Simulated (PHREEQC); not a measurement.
Make-up at 25 °C: 0.68 mol K2CO3 per kg of water. Closed to the air; pH follows from the charge balance.

Computed with PHREEQC (Pitzer model, pitzer.dat).

No solid was allowed to form.

### Question
Predict the pH.

### Answer
pH 11.76.

In brines, pH and single-ion activities rest on the MacInnes convention.
